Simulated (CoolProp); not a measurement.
Aqueous methanol as a coolant, 28 % by mass, freezing at -23.4 °C, 1 atm.

The numbers come from the Melinder's fits for secondary coolants in CoolProp.

| T (°C) | density (kg/m³) | conductivity (W/(m K)) | Prandtl number | viscosity (mPa s) |
|---|---|---|---|---|
| -21 | 969.2 | [?] | 89.6 | 9.81 |
| -13.1 | [?] | 0.415 | 59.3 | 6.48 |
| -5.3 | 964.7 | 0.422 | 41.2 | 4.49 |
| 2.6 | 961.9 | 0.428 | 29.6 | 3.23 |
| 10.4 | 958.8 | [?] | 22.1 | 2.42 |
| 18.3 | [?] | 0.441 | [?] | 1.86 |
| 26.1 | [?] | 0.447 | 13.3 | [?] |
| 34 | 947.7 | 0.454 | 10.6 | [?] |

Fill in the missing entries.


- -21, conductivity (W/(m K)): 0.409
- -13.1, density (kg/m³): 967.1
- 10.4, conductivity (W/(m K)): 0.434
- 18.3, density (kg/m³): 955.4
- 18.3, Prandtl number: 16.9
- 26.1, density (kg/m³): 951.8
- 26.1, viscosity (mPa s): 1.47
- 34, viscosity (mPa s): 1.19
